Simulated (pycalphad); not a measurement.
Computed with pycalphad from the COST 507 light-alloy database (1999), at 1 atm. These are 1990s assessments: newer ones move some temperatures and phases. Phase fractions are per mole of atoms.

**Question.** Give the equilibrium state of V-42.5Si (at.%) at 1017 °C.

**Answer.** 
```
T = 1290.00 K, P = 101325 Pa, N = 1 mol of atoms
G = -102137 J/mol, H = -24885 J/mol, S = 59.89 J/(mol K)  (SER reference)
chemical potentials (J/mol): V -127428, Si -67920
phase             fraction       x(V)      x(Si)
SI3V5               0.8286     0.6250     0.3750
SI2V                0.1714     0.3333     0.6667
```

**Question.** Give the equilibrium state of V-42.5Si (at.%) at 1417 °C.

**Answer.** SI5V6, fraction 0.629, with 45.5 Si at.%; SI3V5, fraction 0.371, with 37.5 Si at.%.

Database names, with the compositions (at.%) that they take in these runs: SI3V5: V 62 Si 38; SI5V6: V 55 Si 45; SI2V: Si 67 V 33.
